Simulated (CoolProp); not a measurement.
Vapour pressure (bar) of R1123: the reference equation beside estimates from Tc = 58.6 °C, pc = 45.49 bar, ω = 0.243. Clausius-Clapeyron is anchored at -58.25 °C with a constant enthalpy of vaporisation of 18.33 kJ/mol.

The numbers come from the reference Helmholtz-energy equation of state, Akasaka 2020 in CoolProp.

```tsv
T (°C)	reference	Lee-Kesler	Clausius-Clapeyron	Redlich-Kwong	Soave-Redlich-Kwong	Peng-Robinson
-65.15	0.8243	0.8145	0.8392	1.458	0.8180	0.8286
-61.65	0.9919	___	1.000	1.715	0.9851	0.9949
-58.25	1.179	1.170	1.179	1.995	1.172	1.181
-54.75	1.400	1.391	1.390	2.318	1.393	1.400
-51.35	1.644	1.637	1.623	2.668	1.638	1.641
-47.85	1.929	1.923	1.894	3.066	1.923	1.923
-44.45	2.240	2.237	2.190	3.493	2.236	2.232
-41.05	2.588	2.588	2.522	3.961	2.587	2.578
-37.55	2.989	2.992	2.905	4.489	2.990	2.976
-34.15	3.421	3.429	3.318	5.049	3.428	___
-30.65	3.915	3.927	3.791	5.675	3.927	3.897
-27.25	4.444	4.462	___	6.335	4.463	4.424
-23.75	5.043	5.066	4.875	7.068	5.071	5.022
```

Q: Fill in the missing entries.

A: 
- -61.65, Lee-Kesler: 0.9821
- -34.15, Peng-Robinson: 3.406
- -27.25, Clausius-Clapeyron: 4.299

Absolute difference from the reference over all 13 rows, mean and median: Lee-Kesler 0.5 and 0.4 %, Clausius-Clapeyron 2.1 and 2.2 %, Redlich-Kwong 56.9 and 55.9 %, Soave-Redlich-Kwong 0.4 and 0.4 %, Peng-Robinson 0.3 and 0.4 %.
